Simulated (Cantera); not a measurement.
Feed: 1 mol CO, 0.22 mol CO2, 8.4 mol N2, equilibrated at 0.200 bar.

These are equilibrium values from Cantera (NASA tables, ideal gas, pure condensed phases), not measurements of a reactor. Candidate condensed phases: C; 24 gas species. The numbers say what is thermodynamically allowed, not how fast it happens.

log p: log10 of the partial pressure in bar; nothing condenses.

```csv
T (°C),log p N2,log p CO,log p CO2,log p O,log p NO,log p O2,log p N
1427,-0.76,-1.68,-2.34,-9.17,-7.35,-9.64,-11.63
1577,-0.76,-1.68,-2.34,[?],[?],[?],[?]
1727,-0.76,-1.68,-2.34,-6.71,-5.64,-7.07,-9.42
1877,-0.76,-1.68,-2.34,-5.74,-4.97,-6.06,-8.55
2027,-0.76,-1.68,-2.35,-4.90,-4.39,-5.20,-7.79
2177,-0.76,-1.68,-2.37,[?],[?],[?],[?]
2327,-0.76,-1.67,-2.42,-3.60,-3.52,-3.94,-6.53
2477,-0.76,-1.65,-2.55,-3.16,-3.26,-3.62,-6.00
2627,-0.76,-1.63,-2.75,-2.86,-3.13,-3.52,-5.53
```

Question: Complete the blanks.

Answer: 
- 2177, log p O: -4.19
- 2177, log p NO: -3.90
- 2177, log p O2: -4.48
- 2177, log p N: -7.12
- 1577, log p O: -7.84
- 1577, log p NO: -6.42
- 1577, log p O2: -8.25
- 1577, log p N: -10.44
